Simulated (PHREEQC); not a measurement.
0.027 g of hydrous ferric oxide (600 m²/g; 0.2 weak and 0.005 strong sites per Fe, Dzombak-Morel constants, diffuse double layer) in 1 kg of water with 0.005 mol/kgw of an inert sodium salt and 0.00081 mmol/kgw Na2HAsO4, at 25 °C; the pH is set by adding NaOH or the inert anion's acid. O2 is buffered at 0.21 atm. No CO2 enters from the air. Precipitation was switched off in this run.

Base run: PHREEQC, ion-association model, wateq4f.dat. Each further column changes one thing. The table gives surface charge σ (C/m²).

| pH | base | background salt from 0.005 to 0.0005 mol/kgw | oxide from 0.027 to 0.14 g/kgw | 7.2e-05 mol/kgw CaCl2 added |
|---|---|---|---|---|
| 4 | 0.177 | 0.092 | … | 0.179 |
| 4.5 | 0.126 | … | … | 0.128 |
| 5 | 0.086 | 0.036 | 0.090 | 0.087 |
| 6 | 0.035 | … | 0.037 | 0.036 |
| 6.5 | 0.021 | 0.007 | 0.022 | 0.021 |
| 7 | 0.011 | 0.004 | 0.012 | 0.012 |
| 7.5 | 0.005 | … | 0.006 | 0.006 |
| 8 | 0.000 | 0.000 | 0.001 | 0.001 |
| 9 | -0.010 | -0.003 | -0.010 | -0.006 |
| 9.5 | -0.018 | -0.006 | -0.018 | -0.007 |
| 10 | -0.031 | -0.012 | -0.031 | -0.007 |

Task: What belongs in the gaps?

Result: 
- 4, oxide from 0.027 to 0.14 g/kgw: 0.182
- 4.5, background salt from 0.005 to 0.0005 mol/kgw: 0.058
- 4.5, oxide from 0.027 to 0.14 g/kgw: 0.130
- 6, background salt from 0.005 to 0.0005 mol/kgw: 0.013
- 7.5, background salt from 0.005 to 0.0005 mol/kgw: 0.002

 The database has no arsenate complexes of Ca.
